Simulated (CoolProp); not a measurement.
Isobutene at 293.15 K and 0.0692 MPa is compressed adiabatically to 0.403 MPa with isentropic efficiency 0.7. Each further row changes one setting.

Computed with CoolProp (reference Helmholtz-energy equation of state, Lemmon 2005). It is a short technical equation, of lower accuracy than the large ones.

```csv
case,work (kJ/kg),final temperature (K),final density (kg/m³)
as stated,114,364.4,7.92
efficiency 1,80.0,346.3,8.43
efficiency 0.65,123,368.9,7.80
```
